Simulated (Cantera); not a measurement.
Thermodynamics of carbon deposition, reforming and gasification, feed C3H8 + O2

A closed system holds: 1 mol C3H8, 0.0067 mol O2, equilibrated at 2200 °C and 0.100 bar.

Method: chemical equilibrium by Gibbs-energy minimisation in Cantera with the NASA 1993 tables (ideal gas, pure condensed phases). Candidate condensed phases: C, C6H6, C7H8, C8H18, H2O; 110 gas species. Rates play no part.

```json
{
 "x(H2)": "0.920",
 "x(H)": "0.0677",
 "x(C2H2 (acetylene))": "0.00888",
 "x(CO)": "0.00323",
 "x(C2H)": "4.43e-5",
 "x(C4H2)": "3.53e-5",
 "x(CH3)": "1.77e-5",
 "x(CH4)": "1.33e-5",
 "x(C2H2 (vinylidene))": "6.31e-6",
 "n(C(graphite))": "2.91 mol",
 "gas_amount": "4.154 mol"
}
```
